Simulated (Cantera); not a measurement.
What does this Cantera script print?

```python
import numpy as np
import cantera as ct

gas = ct.Solution("gri30.yaml")
gas.TPX = 2873, 14000, {'CH4': 0.0094, 'H2': 1, 'CO2': 0.023}
reactor = ct.IdealGasConstPressureReactor(gas, energy="off", clone=False)
net = ct.ReactorNet([reactor])
net.rtol, net.atol = 1e-08, 1e-18
show = ['CH4', 'H2', 'CO2', 'CH2CO', 'HO2', 'CH3']
times = np.geomspace(4e-06, 200, 12)

steps = ct.SolutionArray(gas, extra=["t"])
rows = []
print(f"{'t/s':>10s}{'T/K':>9s}{'P/Pa':>11s}" + "".join(f"{s:>11s}" for s in show))
for t in times:
    while net.time < t:
        t_next = net.step()
        steps.append(gas.state, t=t_next)
    rows.append([np.interp(t, steps.t, y) for y in (steps.T, steps.P, *steps(*show).X.T)])
    print(f"{t:10.3e}{rows[-1][0]:9.1f}{rows[-1][1]:11.4g}" + "".join(f"{x:11.3e}" for x in rows[-1][2:]))
rate = np.gradient(steps.T, steps.t)
print("integrator steps:", len(steps.t))
if steps.T.max() > steps.T[0] + 200:
    print(f"time of steepest temperature rise: {steps.t[rate.argmax()]:.4e} s")
gas.TPX = 2873, 14000, {'CH4': 0.0094, 'H2': 1, 'CO2': 0.023}
gas.equilibrate("TP")
print(f"equilibrium (TP): T = {gas.T:.1f} K  " + "  ".join(f"{s} {gas[s].X[0]:.3e}" for s in show))
```

Output:

```
       t/s      T/K       P/Pa        CH4         H2        CO2      CH2CO        HO2        CH3
 4.000e-06   2873.0    1.4e+04  8.506e-03  9.659e-01  2.212e-02  9.797e-11  4.197e-11  5.788e-04
 2.004e-05   2873.0    1.4e+04  7.157e-03  9.531e-01  1.927e-02  2.003e-08  1.766e-10  1.762e-03
 1.004e-04   2873.0    1.4e+04  2.927e-03  9.061e-01  1.397e-03  7.603e-07  2.561e-10  2.437e-03
 5.032e-04   2873.0    1.4e+04  2.530e-04  8.764e-01  6.691e-05  9.891e-07  3.667e-10  3.768e-04
 2.522e-03   2873.0    1.4e+04  1.050e-06  8.229e-01  5.562e-05  2.728e-09  3.773e-10  2.856e-06
 1.264e-02   2873.0    1.4e+04  2.316e-11  7.317e-01  5.343e-05  4.801e-15  7.018e-10  1.185e-10
 6.331e-02   2873.0    1.4e+04  1.835e-11  7.213e-01  5.316e-05  3.878e-15  7.403e-10  9.961e-11
 3.173e-01   2873.0    1.4e+04  1.835e-11  7.213e-01  5.315e-05  3.878e-15  7.403e-10  9.961e-11
 1.590e+00   2873.0    1.4e+04  1.835e-11  7.213e-01  5.315e-05  3.878e-15  7.403e-10  9.961e-11
 7.966e+00   2873.0    1.4e+04  1.835e-11  7.213e-01  5.315e-05  3.878e-15  7.403e-10  9.961e-11
 3.991e+01   2873.0    1.4e+04  1.835e-11  7.213e-01  5.315e-05  3.878e-15  7.403e-10  9.961e-11
 2.000e+02   2873.0    1.4e+04  1.835e-11  7.213e-01  5.315e-05  3.878e-15  7.403e-10  9.961e-11
integrator steps: 1735
equilibrium (TP): T = 2873.0 K  CH4 1.910e-11  H2 7.213e-01  CO2 5.315e-05  CH2CO 4.031e-15  HO2 7.403e-10  CH3 1.037e-10
```

Model: GRI-Mech 3.0 (53 species, 325 reactions), integrated in Cantera.
